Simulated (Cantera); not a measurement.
What does this Cantera script print?

```python
import numpy as np
import cantera as ct

gas_names = [...]  # 113 gases of nasa_gas.yaml made of C, F, H, Si
cond_names = """
    C(gr) C6H6(L) C7H8(L) C8H18(L),n-octa Si(cr) Si(L) SiC(b)
""".split()


# ... load() reads the species with a 1 bar reference pressure and builds the phases ...
atoms = {
    'C2F6': {'C': 2, 'F': 6},
    'Si': {'Si': 1},
    'H2': {'H': 2},
}
top_T = {'C(gr)': 4500, 'SiC(b)': 3050}  # K; cautious upper limits of use, not melting points


# ... equilibrate(T, P, feed) seeds the gas with the atoms and calls Mixture.equilibrate('TP', solver="vcs", rtol=1e-11, max_steps=5000) ...
results = []
feed = {'C2F6': 1, 'Si': 0.0067, 'H2': 0.089}  # mol
T = 1475  # K
P = 390  # Pa
mix = equilibrate(T, P, feed)
results.append((T, P, feed, dict(zip(mix.species_names, mix.species_moles))))
print(gas.report(threshold=1e-06))
for i in range(1, mix.n_phases):
    print(f"{mix.phase(i).name:16s} {mix.phase_moles(i):12.5e} mol")
```

Result:

```
       temperature   1475 K
          pressure   390 Pa
           density   0.0025644 kg/m^3
  mean mol. weight   80.639 kg/kmol
   phase of matter   gas

                          1 kg             1 kmol
                     ---------------   ---------------
          enthalpy       -9.4609e+06       -7.6292e+08  J
   internal energy        -9.613e+06       -7.7519e+08  J
           entropy              5335        4.3021e+05  J/K
    Gibbs function        -1.733e+07       -1.3975e+09  J
 heat capacity c_p            1184.1             95487  J/K
 heat capacity c_v              1081             87172  J/K

                      mass frac. Y      mole frac. X     chem. pot. / RT
                     ---------------   ---------------   ---------------
               CF2        0.00027329        0.00044069           -61.609
               CF3        7.2091e-05        8.4245e-05           -91.334
               CF4           0.96732           0.88636           -121.06
                 F         1.879e-05        7.9756e-05           -29.725
                HF          0.027027           0.10894           -53.721
              SiF4         0.0052922         0.0041004            -185.4
     [ +107 minor]        2.5384e-07        2.9358e-07

C(gr)             5.50838e-01 mol
Si(cr)            0.00000e+00 mol
SiC(b)            0.00000e+00 mol
```

Equilibrium computed with Cantera from the NASA thermochemical tables; the gas is ideal and each condensed phase is pure. The feed counts by its element totals alone. Gases not in the tables: C2F6 and larger saturated fluorocarbons.
